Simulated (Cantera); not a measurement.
Input: 1 mol Fe(CO)5, 0.5 mol H2, 1.8 mol N2, at 1325 K and 280000 Pa.

Cantera equilibrium calculation (NASA polynomials, part measured and part estimated; ideal gas, pure solids and liquids). Condensed phases not in the tables: cementite and carbon dissolved in iron. The numbers say what is thermodynamically allowed, not how fast it happens.

```
species             before     after
----------------  --------  --------
CO                   0.678     0.683
N2                   0.248     0.247
H2                  0.0678    0.0681
CO2                0.00497   0.00177
H2O               0.000926  0.000401
HCN                3.38e-5   7.74e-5
CH4                8.64e-5   4.94e-5
C(graphite), mol    0.0419    0.0149
Fe(γ), mol            1.00      1.00
```
Gas species are given as mole fractions.

Name the change that produced these shifts.
(A) temperature from 1325 K to 1423.15 K
(B) pressure from 280000 Pa to 400 Pa
(C) temperature from 1325 K to 1173.15 K
(D) pressure from 280000 Pa to 1000 Pa

A, temperature from 1325 K to 1423.15 K. Iron dissolves carbon and melts from about 1420 K in contact with it, which pure phases cannot show
